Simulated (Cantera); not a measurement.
A perfectly stirred reactor is fed with 18.8 % H2, 17.1 % O2, 64.2 % N2, equivalence ratio 0.55, at 315 Torr; it is adiabatic with a 550 K inlet, and is followed from long to short residence time, starting on the burning branch (τ in s: 0.071, 0.033, 0.015, 0.0069, 0.0032, 0.0014, 0.00066, 0.0003, 0.00014, 6.4e-05).

Detailed kinetics in Cantera: GRI-Mech 3.0 (53 species, 325 reactions).

Question: Predict: blow-out, bracketed by the residence times tried; x(H2) at τ = 71.0 ms; x(O2) at τ = 71.0 ms; x(OH) at τ = 71.0 ms; x(HO2) at τ = 71.0 ms; x(O) at τ = 71.0 ms; x(H2) at τ = 1.40 ms; x(O2) at τ = 1.40 ms; x(OH) at τ = 1.40 ms; x(HO2) at τ = 1.40 ms; x(O) at τ = 1.40 ms.

Answer: 
```json
{
  "blow_out_bracketed_by_the_residence_times_tried": "burning at 64.0 µs, the shortest tried",
  "x(H2) at τ = 71.0 ms": "0.000894",
  "x(O2) at τ = 71.0 ms": "0.0835",
  "x(OH) at τ = 71.0 ms": "0.00434",
  "x(HO2) at τ = 71.0 ms": "2.06e-6",
  "x(O) at τ = 71.0 ms": "0.000800",
  "x(H2) at τ = 1.40 ms": "0.00844",
  "x(O2) at τ = 1.40 ms": "0.0830",
  "x(OH) at τ = 1.40 ms": "0.0102",
  "x(HO2) at τ = 1.40 ms": "1.26e-5",
  "x(O) at τ = 1.40 ms": "0.00765"
}
```
